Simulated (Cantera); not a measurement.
Charge: 1 mol FeS2, 0.074 mol SO3, 48 mol N2, at 3000 Pa.

Cantera equilibrium calculation (NASA polynomials, part measured and part estimated; ideal gas, pure solids and liquids). Candidate condensed phases: Fe, FeO, FeS, FeSO4, FeS2, Fe2O3, Fe2(SO4)3, Fe3O4, S; 19 gas species. FeS: taken at fixed stoichiometry. The numbers say what is thermodynamically allowed, not how fast it happens.

Question: At 1500 K, list the 6 most abundant gas species with their mole fractions, and the condensed phases.

Answer: N2 0.988, S2 0.00980, SO2 0.00212, SO 0.000299, S2O 2.98e-5, S 2.33e-5. Condensed: FeS(l).
